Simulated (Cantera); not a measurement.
A closed system holds: 1 mol Al, 1.4 mol NH3, 47 mol N2, held at 1823 K and 0.000490 bar.

Method: chemical equilibrium by Gibbs-energy minimisation in Cantera with the NASA 1993 tables (ideal gas, pure condensed phases). Candidate condensed phases: Al, AlN; 13 gas species. Kinetics and transport are ignored.

Task: What is the equilibrium state?

Result: 
```
Property                              Value
--------------------------------  ---------
x(N2)                                 0.937
x(H2)                                0.0393
x(Al)                                0.0196
x(H)                                0.00388
x(AlH)                              3.68e-5
gas amount                        50.90 mol
log10 activity of Al(l) (absent)      -2.03
```
